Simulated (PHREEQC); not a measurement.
0.032 g of hydrous ferric oxide (600 m²/g; 0.2 weak and 0.005 strong sites per Fe, Dzombak-Morel constants, diffuse double layer) in 1 kg of water with 0.005 mol/kgw of an inert sodium salt and 1.3e-05 mol CaCl2, at 25 °C; the pH is set by adding NaOH or the inert anion's acid. Oxygen is held at 0.21 atm. The system is closed to CO2. Precipitation was switched off in this run.

Base run: PHREEQC, ion-association model, wateq4f.dat. Each further column changes one thing. The table gives surface charge σ (C/m²).

| pH | base | background salt from 0.005 to 0.0005 mol/kgw | oxide from 0.032 to 0.16 g/kgw | 0.00013 mol/kgw NaH2PO4 added |
|---|---|---|---|---|
| 4 | 0.183 | 0.099 | 0.183 | 0.010 |
| 5.33 | 0.069 | 0.028 | 0.069 | 0.002 |
| 6.67 | 0.019 | 0.007 | 0.019 | -0.005 |
| 8 | 0.001 | 0.000 | 0.001 | -0.010 |
| 9.33 | -0.011 | -0.004 | -0.013 | -0.015 |
| 10.67 | -0.039 | -0.019 | -0.054 | -0.041 |
| 12 | -0.152 | -0.141 | -0.201 | -0.154 |

 In at least one series the solution becomes supersaturated in solids that the run did not let form, among them Hydroxyapatite. H3PO4, which wateq4f.dat lacks, is added to it with the constant of phreeqc.dat.
